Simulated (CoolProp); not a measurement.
Saturation properties of ammonia.

The numbers come from the reference Helmholtz-energy equation of state, Gao 2020 in CoolProp.

```
T (K)  p (MPa)  enthalpy of vaporisation (kJ/kg)  liquid cp (kJ/(kg K))  vapour Z  liquid viscosity (µPa s)  vapour viscosity (µPa s)
-----  -------  --------------------------------  ---------------------  --------  ------------------------  ------------------------
235.9  0.08284                              1381                    ___    0.9757                       269                      7.94
249.8   0.1634                              1339                  4.504    0.9626                       223                       ___
263.7   0.2972                              1294                  4.563       ___                       189                      8.77
277.6   0.5055                              1246                  4.634    0.9240                       162                      9.19
291.4   0.8101                              1193                  4.726    0.8977                       141                      9.62
305.3    1.243                              1135                  4.847    0.8661                       123                      10.1
319.2    1.832                              1071                  5.011    0.8286                       ___                      10.5
333.1    2.611                               ___                  5.241    0.7849                      94.6                      11.0
```

Q: What belongs in the gaps?

A: 
- 235.9, liquid cp (kJ/(kg K)): 4.450
- 249.8, vapour viscosity (µPa s): 8.35
- 263.7, vapour Z: 0.9455
- 319.2, liquid viscosity (µPa s): 108
- 333.1, enthalpy of vaporisation (kJ/kg): 998.1

It boils at 239.8 K under 1 atm.

Viscosity comes from a separate model (Fenghour 1995).
